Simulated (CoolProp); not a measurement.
Tetrahydrofuran along the isotherm 272.8 K: density (kg/m³) from the reference equation and from simpler models built on Tc = 540.2 K, pc = 5.304 MPa, ω = 0.234; each cubic takes its own stable root.

The numbers come from the reference Helmholtz-energy equation of state, Fiedler 2023 in CoolProp.

```tsv
p (MPa)	phase	reference	van der Waals	Soave-Redlich-Kwong	Peng-Robinson
2.41	liquid	911.3	560.3	843.7	948.9
4.82	liquid	913.0	563.9	845.6	950.7
7.23	liquid	914.7	567.1	847.4	952.4
9.64	liquid	916.4	570.1	849.2	954.1
12.1	liquid	918.1	573.0	851.0	955.7
14.5	liquid	919.7	575.6	852.7	957.3
16.9	liquid	921.3	578.0	854.3	958.8
19.3	liquid	922.9	580.3	855.9	960.3
21.7	liquid	924.5	582.5	857.4	961.7
24.1	liquid	926.0	584.6	858.9	963.1
26.5	liquid	927.5	586.5	860.4	964.5
```
